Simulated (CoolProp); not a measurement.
Octamethyltrisiloxane (MDM) along the isotherm 301.85 °C: Z from the reference equation and from simpler models built on Tc = 292.2 °C, pc = 14.38 bar, ω = 0.528; each cubic takes its own stable root.

The numbers come from the reference Helmholtz-energy equation of state, Thol 2017 in CoolProp.

```json
[
 {"p (bar)": "1.96", "phase": "gas", "reference": "0.9560", "Redlich-Kwong": "0.9545", "Soave-Redlich-Kwong": "0.9553"},
 {"p (bar)": "3.92", "phase": "gas", "reference": "0.9084", "Redlich-Kwong": "0.9061", "Soave-Redlich-Kwong": "0.9078"},
 {"p (bar)": "5.88", "phase": "gas", "reference": "0.8565", "Redlich-Kwong": "0.8540", "Soave-Redlich-Kwong": "0.8569"},
 {"p (bar)": "7.84", "phase": "gas", "reference": "0.7987", "Redlich-Kwong": "0.7969", "Soave-Redlich-Kwong": "0.8014"},
 {"p (bar)": "9.8", "phase": "gas", "reference": "0.7330", "Redlich-Kwong": "0.7329", "Soave-Redlich-Kwong": "0.7395"},
 {"p (bar)": "11.8", "phase": "gas", "reference": "0.6535", "Redlich-Kwong": "0.6559", "Soave-Redlich-Kwong": "0.6663"},
 {"p (bar)": "13.7", "phase": "gas", "reference": "0.5572", "Redlich-Kwong": "0.5612", "Soave-Redlich-Kwong": "0.5795"},
 {"p (bar)": "15.7", "phase": "supercritical", "reference": "0.4001", "Redlich-Kwong": "0.3649", "Soave-Redlich-Kwong": "0.4374"},
 {"p (bar)": "17.6", "phase": "supercritical", "reference": "0.2545", "Redlich-Kwong": "0.2890", "Soave-Redlich-Kwong": "0.3131"},
 {"p (bar)": "19.6", "phase": "supercritical", "reference": "0.2507", "Redlich-Kwong": "0.2917", "Soave-Redlich-Kwong": "0.3055"},
 {"p (bar)": "21.6", "phase": "supercritical", "reference": "0.2610", "Redlich-Kwong": "0.3029", "Soave-Redlich-Kwong": "0.3135"}
]
```
